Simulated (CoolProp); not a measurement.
R115 at 293.15 K and 0.252 MPa is throttled through a valve to 0.171 MPa with no heat exchange. Each further row changes one setting.

Computed with CoolProp (reference Helmholtz-energy equation of state, Lemmon 2016).

```json
[
 {"case": "as stated", "temperature change (K)": "…", "final density (kg/m³)": "11.3"},
 {"case": "outlet pressure 0.0513 MPa", "temperature change (K)": "…", "final density (kg/m³)": "…"},
 {"case": "outlet pressure 0.222 MPa", "temperature change (K)": "-0.4", "final density (kg/m³)": "14.7"}
]
```

### Question
Complete the blanks.

### Answer

- as stated, temperature change (K): -1.2
- outlet pressure 0.0513 MPa, temperature change (K): -2.9
- outlet pressure 0.0513 MPa, final density (kg/m³): 3.32
